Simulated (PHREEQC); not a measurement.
## Silver or lead bath: an equilibrium model

Consider water at 60 °C with 94 mmol/kgw AgNO3. It is in equilibrium with CO2 at log p = -1 (atm). Otherwise closed; pH follows from the charge balance.

Equilibrium calculation in PHREEQC: ion-association model, wateq4f.dat.

Each row changes one thing in this solution. This is a speciation only: nothing precipitates in the calculation.

| case | pH | AgNO3 (mol/kgw) | HCO3- (mol/kgw) | AgOH (mol/kgw) | CO3-2 (mol/kgw) | SI of Ag2CO3 (Ag2CO3) | SI of Ag2O (Ag2O) |
|---|---|---|---|---|---|---|---|
| as made | 4.53 | 0.00243 | 3.62e-5 | 2.33e-9 | 1.83e-10 | -2.13 | -5.02 |
| AgNO3 from 0.094 to 0.047 mol/kgw | 4.53 | 0.000709 | 3.47e-5 | 1.26e-9 | 1.52e-10 | (withheld) | -5.56 |
| diluted 5-fold with water | 4.53 | 0.000132 | 3.30e-5 | 5.50e-10 | 1.23e-10 | -3.40 | -6.29 |
| temperature from 60 to 75 °C | 4.59 | 0.00239 | 3.17e-5 | 2.65e-9 | 1.97e-10 | -2.39 | -4.62 |
| temperature from 60 to 25 °C | 4.40 | 0.00251 | 4.79e-5 | 1.77e-9 | 1.13e-10 | -1.56 | (withheld) |

Question: Fill in the missing entries.

Answer: 
- AgNO3 from 0.094 to 0.047 mol/kgw, SI of Ag2CO3 (Ag2CO3): -2.67
- temperature from 60 to 25 °C, SI of Ag2O (Ag2O): -6.07

Species that the database lacks are ignored. At this temperature some constants are extrapolated from 25 °C, and those without enthalpy data are left unchanged.
